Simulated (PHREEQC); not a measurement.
A made-up water analysis in mg/kgw, 25 °C, pH 1.95, pe 9.2: Na 611; K 0.154; Ca 93.9; Mg 124; Cl 527; S(6) as SO4 2510; Fe(3) 68.4; Zn 33.7.

Valence states are taken as typed.

Model: ion-association model, phreeqc.dat, run in PHREEQC.

The ionic strength comes out as 0.0697 mol/kgw. What activity coefficients do ZnCl+, Ca+2, H+, FeCl+2, Zn+2 get?

ZnCl+ 0.79, Ca+2 0.43, H+ 0.84, FeCl+2 0.42, Zn+2 0.42.

Precipitation was switched off in this run. Saturation is exceeded, for instance for Hematite (slow to form), Goethite (slow to form); the values hold only as long as no solid forms.
